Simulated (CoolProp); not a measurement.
Model: reference Helmholtz-energy equation of state, Schroeder 2014, in CoolProp.

Q: For ethanol, give the phase and the cp (kJ/(kg K)) at 252.25 °C and 0.0476 MPa; 252.25 °C and 0.229 MPa.

A: 
- 252.25 °C and 0.0476 MPa: gas; cp 2.16
- 252.25 °C and 0.229 MPa: gas; cp 2.19
